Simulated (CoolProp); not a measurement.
Vapour-liquid equilibrium of propylene (1) + propane (2) at 0.137 MPa; x and y are mole fractions of (1).

Model: multi-fluid Helmholtz-energy mixture model, Lemmon 2013 and Lemmon 2009; pair parameters Bell 2016, in CoolProp.

Q: Give the bubble temperature and the first vapour's composition at x = 0.05, 0.2, 0.8. Is there an azeotrope?

A: x = 0.05: 237.6 K, y = 0.068; x = 0.2: 236.4 K, y = 0.251; x = 0.8: 233.0 K, y = 0.825. No azeotrope shows between x = 0.05 and 0.95.

The pair parameters rest on a limited set of measurements; away from them the model extrapolates.
